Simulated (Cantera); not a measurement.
A closed system holds: 1 mol Si2Cl6, 0.25 mol NH3, a varied amount of H2, equilibrated at 1.00 bar.

Points: T (K) = 950, 1050, 1150, 1250, 1350, 1450, 1550, 1650, 1750, 1850, 1950, 2050; n(H2) (mol) = 0.22, 0.34, 0.54, 0.84, 1.3, 2, 3.2, 4.9, 7.7, 12, 19, 29.

Cantera's Mixture.equilibrate('TP', solver="vcs", rtol=1e-11, max_steps=5000) on the NASA tables stopped like this:

```
ERROR: FAILURE its = 5001!

*******************************************************************************
CanteraError thrown by MultiPhase::equilibrate:
VCS solver failed. Return code: -1
*******************************************************************************
```

Problem. What got this run through?

Solution. One answer among several that fit: The failure is numerical, not chemical. The same input converged with solver="gibbs", rtol=1e-10, max_steps=50000, and the result passed a check of the equilibrium conditions:
```
    950       0.22  Si(cr) + Si3N4(a)
    950       0.34  Si(cr) + Si3N4(a)
    950       0.54  Si(cr) + Si3N4(a)
    950       0.84  Si(cr) + Si3N4(a)
    950        1.3  Si(cr) + Si3N4(a)
    950          2  Si(cr) + Si3N4(a)
    950        3.2  Si(cr) + Si3N4(a)
    950        4.9  Si(cr) + Si3N4(a)
    950        7.7  Si(cr) + Si3N4(a)
    950         12  Si(cr) + Si3N4(a)
    950         19  Si(cr) + Si3N4(a)
    950         29  Si(cr) + Si3N4(a)
   1050       0.22  Si(cr) + Si3N4(a)
   1050       0.34  Si(cr) + Si3N4(a)
   1050       0.54  Si(cr) + Si3N4(a)
   1050       0.84  Si(cr) + Si3N4(a)
   1050        1.3  Si(cr) + Si3N4(a)
   1050          2  Si(cr) + Si3N4(a)
   1050        3.2  Si(cr) + Si3N4(a)
   1050        4.9  Si(cr) + Si3N4(a)
   1050        7.7  Si(cr) + Si3N4(a)
   1050         12  Si(cr) + Si3N4(a)
   1050         19  Si(cr) + Si3N4(a)
   1050         29  Si(cr) + Si3N4(a)
   1150       0.22  Si(cr) + Si3N4(a)
   1150       0.34  Si(cr) + Si3N4(a)
   1150       0.54  Si(cr) + Si3N4(a)
   1150       0.84  Si(cr) + Si3N4(a)
   1150        1.3  Si(cr) + Si3N4(a)
   1150          2  Si(cr) + Si3N4(a)
   1150        3.2  Si(cr) + Si3N4(a)
   1150        4.9  Si(cr) + Si3N4(a)
   1150        7.7  Si(cr) + Si3N4(a)
   1150         12  Si(cr) + Si3N4(a)
   1150         19  Si(cr) + Si3N4(a)
   1150         29  Si(cr) + Si3N4(a)
   1250       0.22  Si(cr) + Si3N4(a)
   1250       0.34  Si(cr) + Si3N4(a)
   1250       0.54  Si(cr) + Si3N4(a)
   1250       0.84  Si(cr) + Si3N4(a)
   1250        1.3  Si(cr) + Si3N4(a)
   1250          2  Si(cr) + Si3N4(a)
   1250        3.2  Si(cr) + Si3N4(a)
   1250        4.9  Si(cr) + Si3N4(a)
   1250        7.7  Si(cr) + Si3N4(a)
   1250         12  Si(cr) + Si3N4(a)
   1250         19  Si(cr) + Si3N4(a)
   1250         29  Si(cr) + Si3N4(a)
   1350       0.22  Si(cr) + Si3N4(a)
   1350       0.34  Si(cr) + Si3N4(a)
   1350       0.54  Si(cr) + Si3N4(a)
   1350       0.84  Si(cr) + Si3N4(a)
   1350        1.3  Si(cr) + Si3N4(a)
   1350          2  Si(cr) + Si3N4(a)
   1350        3.2  Si(cr) + Si3N4(a)
   1350        4.9  Si(cr) + Si3N4(a)
   1350        7.7  Si(cr) + Si3N4(a)
   1350         12  Si(cr) + Si3N4(a)
   1350         19  Si(cr) + Si3N4(a)
   1350         29  Si(cr) + Si3N4(a)
   1450       0.22  Si(cr) + Si3N4(a)
   1450       0.34  Si(cr) + Si3N4(a)
   1450       0.54  Si(cr) + Si3N4(a)
   1450       0.84  Si(cr) + Si3N4(a)
   1450        1.3  Si(cr) + Si3N4(a)
   1450          2  Si(cr) + Si3N4(a)
   1450        3.2  Si(cr) + Si3N4(a)
   1450        4.9  Si(cr) + Si3N4(a)
   1450        7.7  Si(cr) + Si3N4(a)
   1450         12  Si(cr) + Si3N4(a)
   1450         19  Si(cr) + Si3N4(a)
   1450         29  Si(cr) + Si3N4(a)
   1550       0.22  Si3N4(a)
   1550       0.34  Si3N4(a)
   1550       0.54  Si3N4(a)
   1550       0.84  Si3N4(a)
   1550        1.3  Si3N4(a)
   1550          2  Si3N4(a)
   1550        3.2  Si3N4(a)
   1550        4.9  Si3N4(a)
   1550        7.7  Si(cr) + Si3N4(a)
   1550         12  Si(cr) + Si3N4(a)
   1550         19  Si(cr) + Si3N4(a)
   1550         29  Si(cr) + Si3N4(a)
   1650       0.22  Si3N4(a)
   1650       0.34  Si3N4(a)
   1650       0.54  Si3N4(a)
   1650       0.84  Si3N4(a)
   1650        1.3  Si3N4(a)
   1650          2  Si3N4(a)
   1650        3.2  Si3N4(a)
   1650        4.9  Si3N4(a)
   1650        7.7  Si3N4(a)
   1650         12  Si(cr) + Si3N4(a)
   1650         19  Si(cr) + Si3N4(a)
   1650         29  Si(cr) + Si3N4(a)
   1750       0.22  gas only
   1750       0.34  Si3N4(a)
   1750       0.54  Si3N4(a)
   1750       0.84  Si3N4(a)
   1750        1.3  Si3N4(a)
   1750          2  Si3N4(a)
   1750        3.2  Si3N4(a)
   1750        4.9  Si3N4(a)
   1750        7.7  Si3N4(a)
   1750         12  Si(L) + Si3N4(a)
   1750         19  Si(L) + Si3N4(a)
   1750         29  Si(L) + Si3N4(a)
   1850       0.22  gas only
   1850       0.34  gas only
   1850       0.54  gas only
   1850       0.84  gas only
   1850        1.3  gas only
   1850          2  gas only
   1850        3.2  gas only
   1850        4.9  gas only
   1850        7.7  Si(L)
   1850         12  Si(L)
   1850         19  Si(L)
   1850         29  Si(L)
   1950       0.22  gas only
   1950       0.34  gas only
   1950       0.54  gas only
   1950       0.84  gas only
   1950        1.3  gas only
   1950          2  gas only
   1950        3.2  gas only
   1950        4.9  gas only
   1950        7.7  Si(L)
   1950         12  Si(L)
   1950         19  Si(L)
   1950         29  Si(L)
   2050       0.22  gas only
   2050       0.34  gas only
   2050       0.54  gas only
   2050       0.84  gas only
   2050        1.3  gas only
   2050          2  gas only
   2050        3.2  gas only
   2050        4.9  Si(L)
   2050        7.7  Si(L)
   2050         12  Si(L)
   2050         19  Si(L)
   2050         29  Si(L)
```

The gas is ideal and each condensed phase is pure. The feed counts by its element totals alone. Mutual solubility and eutectic melting of coexisting phases are not modelled. The tables' values for SiCl3 are old estimates.
